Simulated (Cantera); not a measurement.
Mixture: H2 : O2 : N2 = 1 : 0.526 : 1.98 (molar parts), at 460000 Pa, adiabatic and at constant volume. Ignition delay is the time to a rise of 400 K.

Computed with Cantera and the H2/O2 subset of GRI-Mech 3.0, which has no nitrogen chemistry. The hydrogen kinetics of GRI-Mech 3.0 are dated; newer H2 mechanisms differ, most at raised pressure. Where the delays flatten at high temperature, the 400 K rule measures the pace of heat release, not the induction time.

Question: What does this change do: pressure from 460000 Pa to 110000 Pa?

Answer: 
| quantity | before | after |
|---|---|---|
| delay at 1050 K | 2.48 ms | 0.133 ms |
| delay at 1200 K | 15.3 µs | 41.0 µs |
| delay at 1350 K | 5.23 µs | 21.1 µs |
| delay at 1500 K | 2.91 µs | 13.9 µs |
| delay at 1650 K | 1.95 µs | 11.2 µs |

Question: What does this change do: pressure from 460000 Pa to 47000 Pa?

Answer: 
| quantity | before | after |
|---|---|---|
| delay at 1050 K | 2.48 ms | 0.239 ms |
| delay at 1200 K | 15.3 µs | 95.4 µs |
| delay at 1350 K | 5.23 µs | 54.8 µs |
| delay at 1500 K | 2.91 µs | 41.3 µs |
| delay at 1650 K | 1.95 µs | 38.8 µs |
